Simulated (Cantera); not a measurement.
Charge: 1 mol Ni, 0.38 mol NH3, 3 mol N2, held at 40.0 Pa.

These are equilibrium values from Cantera (NASA tables, ideal gas, pure condensed phases), not measurements of a reactor. Candidate condensed phases: Ni; 10 gas species. Equilibrium is a limit: real reactors are often held back by kinetics, nucleation or transport.

x: gas mole fraction; n: condensed amount in mol.

| T (°C) | x N2 | x H2 | x Ni | x H | x NH3 | x N | n Ni(s) | n Ni(l) |
|---|---|---|---|---|---|---|---|---|
| 1202 | 0.848 | 0.151 | 7.26e-5 | 0.000252 | 1.45e-9 | 1.46e-12 | 1.000 | 0 |
| 1227 | 0.848 | 0.151 | 0.000129 | 0.000342 | 1.34e-9 | 2.80e-12 | 1.000 | 0 |
| 1252 | 0.848 | 0.151 | 0.000224 | 0.000460 | 1.25e-9 | 5.25e-12 | 0.999 | 0 |
| 1277 | 0.848 | 0.151 | 0.000382 | 0.000612 | 1.16e-9 | 9.64e-12 | 0.999 | 0 |
| 1302 | 0.848 | 0.151 | 0.000640 | 0.000808 | 1.08e-9 | 1.74e-11 | 0.998 | 0 |
| 1327 | 0.847 | 0.151 | 0.00106 | 0.00106 | 1.01e-9 | 3.08e-11 | 0.996 | 0 |
| 1352 | 0.846 | 0.151 | 0.00171 | 0.00137 | 9.40e-10 | 5.35e-11 | 0.994 | 0 |
| 1377 | 0.845 | 0.150 | [?] | [?] | 8.79e-10 | [?] | 0.990 | 0 |
| 1402 | 0.844 | 0.150 | 0.00432 | 0.00225 | 8.22e-10 | 1.54e-10 | 0.984 | 0 |
| 1427 | 0.841 | 0.149 | 0.00672 | 0.00284 | 7.68e-10 | 2.55e-10 | 0.975 | 0 |
| 1452 | 0.838 | 0.148 | 0.0103 | 0.00357 | 7.16e-10 | 4.16e-10 | 0.961 | 0 |
| 1477 | 0.833 | 0.147 | [?] | [?] | 6.67e-10 | [?] | 0 | 0.941 |
| 1502 | 0.827 | 0.145 | 0.0227 | 0.00551 | 6.18e-10 | 1.06e-9 | 0 | 0.912 |

Task: Complete the blanks.

Result: 
- 1377, x Ni: 0.00274
- 1377, x H: 0.00176
- 1377, x N: 9.15e-11
- 1477, x Ni: 0.0154
- 1477, x H: 0.00445
- 1477, x N: 6.69e-10
